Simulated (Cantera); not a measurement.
Charge: 1 mol Fe(CO)5, 0.028 mol O2, 0.72 mol N2, equilibrated at 0.330 bar.

These are equilibrium values from Cantera (NASA tables, ideal gas, pure condensed phases), not measurements of a reactor. Candidate condensed phases: C, Fe, Fe(CO)5, FeO, Fe2O3, Fe3O4; 27 gas species. Condensed phases not in the tables: cementite and carbon dissolved in iron. The numbers say what is thermodynamically allowed, not how fast it happens. All values below are at 827 °C.

Base state: CO 0.852, N2 0.127, CO2 0.0211 (mole fractions); condensed: C(graphite) + Fe(α).

Task: What changes in the equilibrium state with this change: Fe(CO)5 replaced by PbO?

Result: 
| species | before | after |
|---|---|---|
| N2 | 0.127 | 0.963 |
| O2 | <1e-9 | 0.0374 |
| NO | <1e-9 | 3.97e-5 |
| CO | 0.852 | 0 |
| CO2 | 0.0211 | 0 |
| PbO | 0 | 1.88e-5 |
| C(graphite), mol | 0.0635 | 0 |
| Fe(α), mol | 1.00 | 0 |
| PbO(yellow), mol | 0 | 1.000 |
Further candidate phases: Pb, PbO, PbO2, Pb3O4.
